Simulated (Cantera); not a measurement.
Input: 1 mol SiH₂Cl₂, 0.011 mol Cl₂, 9 mol N₂, equilibrated at 1402 °C and 5.60 mbar.

Cantera equilibrium calculation (NASA polynomials, part measured and part estimated; ideal gas, pure solids and liquids). Candidate condensed phases: NH₄Cl, Si, Si₃N₄; 28 gas species. The tables' values for SiCl₃, SiCl are old estimates; treat these amounts as uncertain. The numbers say what is thermodynamically allowed, not how fast it happens.

Base state: N₂ 0.814, H₂ 0.0645, SiCl₂ 0.0640, HCl 0.0556, SiCl₃ 0.000957, H 0.000394, Cl 0.000265, SiCl 9.02e-5 (mole fractions); condensed: Si₃N₄(s).

Question: What changes in the equilibrium state with this change: temperature from 1402 °C to 1475 °C?

Answer: 
```
species          before     after
-------------  --------  --------
N₂                0.814     0.814
SiCl₂            0.0640    0.0710
H₂               0.0645    0.0707
HCl              0.0556    0.0417
Si₂N            8.52e-7   1.16e-5
Si              2.87e-5  0.000225
SiCl₄           2.97e-5   7.12e-6
SiCl            9.02e-5  0.000314
H              0.000394  0.000812
Si₃N₄(s), mol    0.0986    0.0721
```

Question: What changes in the equilibrium state with this change: temperature from 1402 °C to 877 °C?

Answer: 
```json
[
 {"species": "N₂", "before": "0.814", "after": "0.820"},
 {"species": "HCl", "before": "0.0556", "after": "0.136"},
 {"species": "H₂", "before": "0.0645", "after": "0.0291"},
 {"species": "SiCl₂", "before": "0.0640", "after": "0.000160"},
 {"species": "SiCl₄", "before": "2.97e-5", "after": "0.0146"},
 {"species": "SiCl", "before": "9.02e-5", "after": "<1e-9"},
 {"species": "Si", "before": "2.87e-5", "after": "<1e-9"},
 {"species": "H", "before": "0.000394", "after": "1.70e-7"},
 {"species": "Cl", "before": "0.000265", "after": "6.99e-7"},
 {"species": "Si₃N₄(s), mol", "before": "0.0986", "after": "0.281"}
]
```
N₂ is the only nitrogen source here; it is nearly inert below about 1500 K, so the nitride shown seldom forms there in practice. The tables' values for SiCl₃ are old estimates; treat these amounts as uncertain.
